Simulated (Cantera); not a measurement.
# Adiabatic ignition

An adiabatic, constant-volume homogeneous reactor starts with 8.82 % C3H8, 19.1 % O2, 72.0 % N2, at 1673 K and 4.50 bar.

Model: GRI-Mech 3.0 (53 species, 325 reactions), integrated in Cantera. GRI-Mech 3.0 was tuned for natural gas; its chemistry of propane as a main component is partial and can be far from experiment.

```csv
t (s),T (K),P (bar),x C3H8,x O2,x CO2,x H,x CH4,x C2H2,x OH
7.00e-6,1991,6.19,0.00228,0.0986,0.00225,0.00151,0.0154,0.00855,0.000804
1.70e-5,2927,10.6,<1e-12,1.27e-5,0.0110,0.0128,0.000144,0.000482,0.00172
4.14e-5,2904,10.5,<1e-12,1.67e-5,0.0107,0.0152,3.05e-9,2.46e-10,0.00193
0.000101,2906,10.6,<1e-12,1.74e-5,0.0107,0.0154,1.33e-9,1.89e-11,0.00196
0.000245,2907,10.6,<1e-12,1.76e-5,0.0107,0.0154,1.25e-9,1.78e-11,0.00198
0.000596,2908,10.6,<1e-12,1.77e-5,0.0107,0.0154,1.24e-9,1.76e-11,0.00198
0.00145,2908,10.6,<1e-12,1.77e-5,0.0107,0.0154,1.24e-9,1.76e-11,0.00198
0.00352,2908,10.6,<1e-12,1.77e-5,0.0107,0.0154,1.24e-9,1.76e-11,0.00198
0.00857,2908,10.6,<1e-12,1.77e-5,0.0107,0.0154,1.24e-9,1.76e-11,0.00198
0.0209,2908,10.6,<1e-12,1.77e-5,0.0107,0.0154,1.24e-9,1.76e-11,0.00198
0.0507,2908,10.6,<1e-12,1.77e-5,0.0107,0.0154,1.24e-9,1.76e-11,0.00198
0.123,2908,10.6,<1e-12,1.77e-5,0.0107,0.0154,1.24e-9,1.76e-11,0.00198
0.300,2908,10.6,<1e-12,1.77e-5,0.0107,0.0154,1.24e-9,1.76e-11,0.00198
```
x: mole fraction; the columns are a selection and need not sum to one.

```json
{
  "time_of_steepest_temperature_rise": "7.84 µs",
  "temperature at 0.300 s": "2908 K",
  "equilibrium_temperature": "2908 K",
  "x(C3H8) at 0.300 s": "<1e-12 (gas-phase equilibrium <1e-12)",
  "x(O2) at 0.300 s": "1.77e-5 (gas-phase equilibrium 1.77e-5)",
  "x(CO2) at 0.300 s": "0.0107 (gas-phase equilibrium 0.0107)"
}
```
